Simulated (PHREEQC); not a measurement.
Make-up at 25 °C: 23 mmol/kgw CuSO4 and 0.036 mmol/kgw FeCl3. Closed to the air; pH follows from the charge balance.

Model: ion-association model, phreeqc.dat, run in PHREEQC.

| Quantity | Value |
|---|---|
| pH | 4.43 |
| ionic strength | 0.0577 mol/kgw |
| specific conductance | 2930 µS/cm |
| density | 1.001 g/cm³ |
| total alkalinity | -0.0720 meq/kg |

| species | molality | activity | log γ |
|---|---|---|---|
| Cu+2 | 0.0144 | 0.00670 | -0.333 |
| SO4-2 | 0.0144 | 0.00637 | -0.354 |
| CuSO4 | 0.00859 | 0.00871 | 0.006 |
| Cl- | 0.000106 | 8.54e-5 | -0.094 |
| H+ | 4.38e-5 | 3.71e-5 | -0.072 |
| Fe(OH)2+ | 2.85e-5 | 2.34e-5 | -0.086 |
| HSO4- | 2.83e-5 | 2.30e-5 | -0.090 |
| FeOH+2 | 5.89e-6 | 2.62e-6 | -0.351 |
| Cu2(OH)2+2 | 3.26e-6 | 1.42e-6 | -0.360 |
| CuOH+ | 2.23e-6 | 1.80e-6 | -0.093 |
| CuCl+ | 1.91e-6 | 1.54e-6 | -0.093 |

Precipitation was switched off in this run. The solution is supersaturated, for example in Fe(OH)3(a), Hematite (slow to form), so a real one may precipitate; this is no full list. Species that the database lacks are ignored.
